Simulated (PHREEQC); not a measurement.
Polishing slurry liquid: an equilibrium model

A solution holds 55 mmol/kgw H2SO4 and 130 mmol/kgw Al(NO3)3, at 35 °C. It is in equilibrium with CO2 at log p = -3.4 (atm). Otherwise closed; pH follows from the charge balance.

Model: ion-association model, phreeqc.dat, run in PHREEQC.

Each row changes one thing in this solution. This is a speciation only: nothing precipitates in the calculation.

```json
[
 {"case": "as made", "pH": "1.13", "ionic strength (mol/kgw)": "0.696", "HSO4- (mol/kgw)": "0.0111", "SO4-2 (mol/kgw)": "0.00524", "HCO3- (mol/kgw)": "1.03e-10"},
 {"case": "Al(NO3)3 replaced by LiNO3 at the same molality", "pH": "1.25", "ionic strength (mol/kgw)": "0.214", "HSO4- (mol/kgw)": "0.0381", "SO4-2 (mol/kgw)": "(withheld)", "HCO3- (mol/kgw)": "1.22e-10"},
 {"case": "H2SO4 from 0.055 to 0.0275 mol/kgw", "pH": "1.41", "ionic strength (mol/kgw)": "0.727", "HSO4- (mol/kgw)": "0.00294", "SO4-2 (mol/kgw)": "(withheld)", "HCO3- (mol/kgw)": "1.97e-10"},
 {"case": "0.0062 mol/kgw NaCl added", "pH": "1.13", "ionic strength (mol/kgw)": "0.702", "HSO4- (mol/kgw)": "0.0111", "SO4-2 (mol/kgw)": "0.00526", "HCO3- (mol/kgw)": "1.03e-10"}
]
```

Problem. Some entries are withheld; supply them.

Solution. 
- Al(NO3)3 replaced by LiNO3 at the same molality, SO4-2 (mol/kgw): 0.0145
- H2SO4 from 0.055 to 0.0275 mol/kgw, SO4-2 (mol/kgw): 0.00270

The ionic strength passes 0.7 mol/kgw, the rough limit of the ion-association models, in H2SO4 from 0.055 to 0.0275 mol/kgw; 0.0062 mol/kgw NaCl added. Species that the database lacks are ignored.
